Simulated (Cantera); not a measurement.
Charge: 1 mol BF3, 3 mol H2O, 130 mol H2, equilibrated at 1775 °C and 34.0 Pa.

These are equilibrium values from Cantera (NASA tables, ideal gas, pure condensed phases), not measurements of a reactor. Candidate condensed phases: B, B2O3, B3O3H3, H2O; 43 gas species. The numbers say what is thermodynamically allowed, not how fast it happens.

Base state: H2 0.851, H 0.112, HF 0.0168, H2O 0.0125, BOF 0.00411, HBO2 0.00125, BO 0.00102, HBO 0.000556 (mole fractions); condensed: gas only.

Q: What changes in the equilibrium state with this change: temperature from 1775 °C to 677 °C?

A: 
| species | before | after |
|---|---|---|
| H2 | 0.851 | 0.967 |
| HF | 0.0168 | 0.0179 |
| H2O | 0.0125 | 0.0134 |
| H | 0.112 | 2.97e-8 |
| BOF | 0.00411 | 0.000325 |
| BF3 | 1.95e-9 | 0.00126 |
| BO | 0.00102 | <1e-9 |
| OH | 0.000179 | <1e-9 |
| B3O3F3 | <1e-9 | 0.000122 |
| HBO | 0.000556 | 9.44e-9 |
| BO2 | 2.16e-5 | <1e-9 |
| B2O3(l), mol | 0 | 0.365 |
